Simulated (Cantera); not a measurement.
Feed: 1 mol CaCO₃, 0.01 mol C, 0.085 mol H₂O, equilibrated at 1330 Pa.

Method: chemical equilibrium by Gibbs-energy minimisation in Cantera with the NASA 1993 tables (ideal gas, pure condensed phases). Candidate condensed phases: C, C₆H₆, C₇H₈, C₈H₁₈, Ca, CaCO₃, CaO, Ca(OH)₂, H₂O; 115 gas species. Kinetics and transport are ignored.

Problem. Which condensed phases are stable at each of these points (T (K)): 648, 698, 748, 798, 848, 898, 948, 998, 1048, 1098, 1148, 1198, 1248, 1298?

Solution. 
```
T (K)         condensed phases  Ca condensed (%)
-----  -----------------------  ----------------
648             CaCO₃(calcite)             100.0
698             CaCO₃(calcite)             100.0
748             CaCO₃(calcite)             100.0
798             CaCO₃(calcite)             100.0
848    CaCO₃(calcite) + CaO(s)             100.0
898    CaCO₃(calcite) + CaO(s)             100.0
948                     CaO(s)             100.0
998                     CaO(s)             100.0
1048                    CaO(s)             100.0
1098                    CaO(s)             100.0
1148                    CaO(s)             100.0
1198                    CaO(s)             100.0
1248                    CaO(s)             100.0
1298                    CaO(s)             100.0
```

From 648 K to 798 K the condensed part is CaCO₃(calcite). From 848 K to 898 K the condensed part is CaCO₃(calcite) + CaO(s). From 948 K to 1298 K the condensed part is CaO(s).
